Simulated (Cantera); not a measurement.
Feed: 1 mol MgO, 0.11 mol C, 1.7 mol H2, equilibrated at 2023 K and 8.50 Pa.

Cantera equilibrium calculation (NASA polynomials, part measured and part estimated; ideal gas, pure solids and liquids). Candidate condensed phases: C, C6H6, C7H8, C8H18, H2O, Mg, MgCO3, MgO, Mg(OH)2; 116 gas species. The tables' values for MgH are old estimates; treat these amounts as uncertain. Rates play no part.

Base state: Mg 0.300, H2 0.293, H2O 0.242, H 0.112, CO 0.0328, OH 0.00958, CO2 0.00579, O 0.00265 (mole fractions); condensed: MgO(s).

**Question.** What changes in the equilibrium state with this change: C from 0.11 to 0.015 mol?

**Answer.** 
```csv
species,before,after
H2,0.293,0.310
Mg,0.300,0.288
H2O,0.242,0.266
CO,0.0328,0.00476
OH,0.00958,0.0103
H,0.112,0.115
CO2,0.00579,0.000877
Mg(OH)2,1.14e-5,1.26e-5
O2,0.000938,0.00102
O,0.00265,0.00276
MgOH,0.000762,0.000784
"MgO(s), mol",0.140,0.231
```

**Question.** What changes in the equilibrium state with this change: temperature from 2023 K to 2748.15 K?

**Answer.** 
```csv
species,before,after
H,0.112,0.620
Mg,0.300,0.187
O,0.00265,0.161
H2,0.293,0.00707
H2O,0.242,0.000124
CO,0.0328,0.0206
Mg(OH)2,1.14e-5,<1e-9
MgOH,0.000762,6.18e-7
CO2,0.00579,5.25e-5
MgH,2.36e-5,3.16e-6
"MgO(s), mol",0.140,0
```
